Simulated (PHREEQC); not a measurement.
# Hard or scaling water: an equilibrium model

A solution holds 0.27 mol MgCl2, 0.00019 mol CO2 and 0.016 mol KCl per kg of water, at 20 °C. Closed to the air; pH follows from the charge balance.

Model: ion-association model, phreeqc.dat, run in PHREEQC.

Each row changes one thing in this solution. Precipitation was switched off in this run.

```csv
case,pH,CO2 (mol/kgw),HCO3- (mol/kgw),CO3-2 (mol/kgw)
as made,4.86,0.000172,9.25e-6,9.55e-11
KCl left out,4.86,0.000172,9.23e-6,9.51e-11
CO2 from 0.00019 to 0.000171 mol/kgw,4.88,0.000154,8.75e-6,9.55e-11
CO2 replaced by NaHCO3 at the same molality,7.23,7.20e-6,9.08e-5,2.19e-7
diluted 5-fold with water,5.37,3.27e-5,4.31e-6,9.65e-11
KCl from 0.016 to 0.08 mol/kgw,4.86,0.000171,9.32e-6,9.70e-11
MgCl2 left out,5.06,0.000180,9.71e-6,6.73e-11
MgCl2 from 0.27 to 0.243 mol/kgw,4.88,0.000172,9.39e-6,9.81e-11
```

The ionic strength passes 0.7 mol/kgw, the rough limit of the ion-association models, in as made; KCl left out; CO2 from 0.00019 to 0.000171 mol/kgw; CO2 replaced by NaHCO3 at the same molality; KCl from 0.016 to 0.08 mol/kgw; MgCl2 from 0.27 to 0.243 mol/kgw. Complexes and solids missing from the database can't appear.
